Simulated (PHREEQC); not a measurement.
**Leach liquor (model solution)**

A solution holds 0.016 mol/kgw H2SO4, 0.038 mol/kgw MnSO4 and 0.11 mol/kgw Fe2(SO4)3, at 20 °C. Closed to the air; pH follows from the charge balance.

Computed with PHREEQC (ion-association model, phreeqc.dat).

Each row changes one thing in this solution. No solid was allowed to form.

```csv
case,pH,ionic strength (mol/kgw),SO4-2 (mol/kgw),Mn+2 (mol/kgw),HSO4- (mol/kgw),MnSO4 (mol/kgw)
as made,2.11,0.368,0.0808,0.0214,0.0174,0.0166
H2SO4 replaced by Li2SO4 at the same molality,2.54,0.424,0.0946,0.0210,0.00731,[?]
temperature from 20 to 60 °C,2.18,0.390,0.0774,0.0174,0.0340,0.0206
H2SO4 left out,2.51,0.394,0.0855,0.0214,0.00727,0.0166
diluted 100-fold with water,3.03,0.00856,0.00229,0.000323,[?],5.68e-5
0.021 mol/kgw HCl added,1.90,0.385,0.0770,0.0219,0.0264,0.0156
temperature from 20 to 80 °C,[?],0.450,0.0813,0.0165,0.0529,0.0215
Fe2(SO4)3 replaced by MgSO4 at the same molality,[?],0.306,0.0704,0.0214,0.0199,0.0166
```

Q: What belongs in the gaps?

A: 
- H2SO4 replaced by Li2SO4 at the same molality, MnSO4 (mol/kgw): 0.0170
- diluted 100-fold with water, HSO4- (mol/kgw): 0.000142
- temperature from 20 to 80 °C, pH: 2.20
- Fe2(SO4)3 replaced by MgSO4 at the same molality, pH: 2.02

Some of these states are supersaturated (in Hematite (slow to form), Goethite (slow to form), Fe(OH)3(a), for instance). At this temperature some constants are extrapolated from 25 °C, and those without enthalpy data are left unchanged.
